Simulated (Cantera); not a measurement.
An isothermal, constant-pressure homogeneous reactor starts with H₂ : O₂ = 0.2 : 1 (molar parts), at 1100 K and 0.00217 atm.

Model: the H2/O2 subset of GRI-Mech 3.0, which has no nitrogen chemistry, integrated in Cantera. Radical loss at walls, strong at low pressure, is not modelled. The temperature is held fixed by assumption; the heat of reaction is taken as removed at once.

x: mole fraction; the columns are a selection and need not sum to one.

```
t (s)         x H₂   x O₂     x HO₂    x H₂O₂     x H₂O       x O
--------  --------  -----  --------  --------  --------  --------
9.00e-5      0.167  0.833  2.40e-10    <1e-12  3.91e-12  1.97e-11
0.000353     0.167  0.833  9.40e-10    <1e-12  1.67e-10  2.54e-10
0.00138      0.167  0.833       [?]  2.20e-12   6.87e-9   4.02e-9
0.00541      0.167  0.833       [?]  3.55e-11   4.41e-6   1.80e-6
0.0212     0.00700  0.739   1.62e-6   3.61e-8     0.126    0.0607
0.0830     0.00543  0.750   1.68e-6   3.61e-8     0.138    0.0538
0.325      0.00311  0.785   1.77e-6   5.02e-8     0.162    0.0275
1.27      0.000425  0.814       [?]   5.84e-8     0.180   0.00354
4.99       2.38e-5  0.818       [?]   2.48e-8     0.182  0.000199
19.5       2.19e-6  0.818       [?]   7.12e-9     0.182   1.84e-5
76.6       3.29e-7  0.818       [?]   1.99e-9     0.182   2.79e-6
300        6.44e-8  0.818       [?]  5.49e-10     0.182   5.48e-7
```

Q: Complete the blanks.

A: 
- 0.00138, x HO₂: 3.69e-9
- 0.00541, x HO₂: 1.78e-8
- 1.27, x HO₂: 1.15e-6
- 4.99, x HO₂: 2.23e-7
- 19.5, x HO₂: 3.02e-8
- 76.6, x HO₂: 5.59e-9
- 300, x HO₂: 2.03e-9
